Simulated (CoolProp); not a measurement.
Vapour-liquid equilibrium of CH2F2 (R32) (1) + R142b (2) at 225.6 K; x and y are mole fractions of (1).

Computed with CoolProp (multi-fluid Helmholtz-energy mixture model, Tillner-Roth 1997 and Lemmon 2006; pair parameters Bell 2016).

| x | bubble pressure (MPa) | y at the bubble point | dew pressure at overall composition x (MPa) | liquid density (mol/L) |
|---|---|---|---|---|
| 0.05 | 0.02325 | 0.360 | 0.01631 | 13.01 |
| 0.2 | 0.04625 | 0.724 | (withheld) | 14.00 |
| 0.35 | (withheld) | 0.839 | 0.02293 | (withheld) |
| 0.5 | (withheld) | 0.893 | 0.02875 | (withheld) |
| 0.65 | 0.09611 | 0.927 | (withheld) | 18.02 |
| 0.8 | 0.1077 | 0.955 | 0.05809 | (withheld) |
| 0.95 | 0.1198 | 0.987 | 0.1057 | 22.20 |

Question: What belongs in the gaps?

Answer: 
- 0.2, dew pressure at overall composition x (MPa): 0.01906
- 0.35, bubble pressure (MPa): 0.06659
- 0.35, liquid density (mol/L): 15.14
- 0.5, bubble pressure (MPa): 0.08298
- 0.5, liquid density (mol/L): 16.46
- 0.65, dew pressure at overall composition x (MPa): 0.03852
- 0.8, liquid density (mol/L): 19.89

No azeotrope shows between x = 0.05 and 0.95.

The pair parameters rest on a limited set of measurements; away from them the model extrapolates.
